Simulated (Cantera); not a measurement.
## Premixed flame

A freely propagating, adiabatic, planar premixed flame of 34.5 % H2, 13.3 % O2, 50.1 % N2, 2.11 % H2O, equivalence ratio 1.3, unburnt at 648 K and 760 Torr; mixture-averaged transport, grid criteria slope 0.08 and curve 0.16, no radiation.

Model: the H2/O2 subset of GRI-Mech 3.0, which has no nitrogen chemistry, integrated in Cantera. Burning velocities carry a grid error of a few per cent, more on coarse grids.

| z (mm) | T (K) | u (m/s) | x H2 | x O2 | x H2O | x HO2 | x OH | x O |
|---|---|---|---|---|---|---|---|---|
| -1.39 | 648 | 9.57 | 0.345 | 0.133 | 0.0211 | <1e-8 | <1e-8 | <1e-8 |
| -0.929 | 648 | 9.57 | 0.345 | 0.133 | 0.0211 | <1e-8 | <1e-8 | <1e-8 |
| -0.697 | 648 | 9.57 | 0.345 | 0.133 | 0.0211 | <1e-8 | <1e-8 | <1e-8 |
| -0.464 | 648 | 9.57 | 0.345 | 0.133 | 0.0211 | 4.22e-7 | <1e-8 | <1e-8 |
| -0.232 | 658 | 9.70 | 0.343 | 0.133 | 0.0216 | 0.000202 | 3.59e-5 | 7.09e-6 |
| -0.116 | 832 | 12.0 | 0.315 | 0.128 | 0.0371 | 0.000201 | 0.000712 | 0.000328 |
| 0 | 1264 | 17.7 | 0.203 | 0.0872 | 0.126 | 8.32e-5 | 0.00380 | 0.00538 |
| 0.116 | 1575 | 21.7 | 0.105 | 0.0293 | 0.232 | 2.58e-5 | 0.00981 | 0.00971 |
| 0.232 | 1716 | 23.5 | 0.0879 | 0.0151 | 0.258 | 1.22e-5 | 0.0127 | 0.00946 |
| 0.464 | 1865 | 25.3 | 0.0883 | 0.0109 | 0.269 | 7.79e-6 | 0.0147 | 0.00810 |
| 0.929 | 2019 | 27.1 | 0.0904 | 0.00828 | 0.279 | 5.20e-6 | 0.0156 | 0.00616 |
| 1.86 | 2168 | 28.7 | 0.0910 | 0.00568 | 0.290 | 3.27e-6 | 0.0150 | 0.00414 |
| 3.72 | 2300 | 30.1 | 0.0905 | 0.00343 | 0.302 | 1.92e-6 | 0.0131 | 0.00242 |
x: mole fraction of selected species; z is measured from the peak of heat release.

```yaml
laminar_burning_velocity: 957 cm/s
thermal_thickness: 0.464 mm
peak x(HO2): 0.000281
peak x(OH): 0.0156
peak x(O): 0.00978
grid_points: 138
```
